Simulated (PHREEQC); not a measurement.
Make-up at 25 °C and 50 atm: 0.1 mol NaHSO4, 0.0085 mol Na2B4O7 and 3.9e-05 mol KCl per kg of water. It is in equilibrium with CO2 at log p = 0 (atm). Otherwise closed; pH follows from the charge balance.

Model: Pitzer model, pitzer.dat, run in PHREEQC.

```tsv
quantity	before	after
pH	1.56	0.90
ionic strength (mol/kgw)	0.213	0.916
HCO3- (mol/kgw)	7.53e-7	2.29e-7
SI of Mirabilite (Na2SO4:10H2O)	-2.85	-1.61
SI of Thenardite (Na2SO4)	-3.78	-2.48
```

Question: Which change was made?
A. diluted 10-fold with water
B. NaHSO4 from 0.1 to 0.2 mol/kgw
C. Na2B4O7 left out
D. Na2B4O7 from 0.0085 to 0.0017 mol/kgw
E. NaHSO4 from 0.1 to 0.5 mol/kgw

Answer: E, NaHSO4 from 0.1 to 0.5 mol/kgw

No solid was allowed to form. Under pressure, the constants of complexes without a molar volume in the database are unreliable.
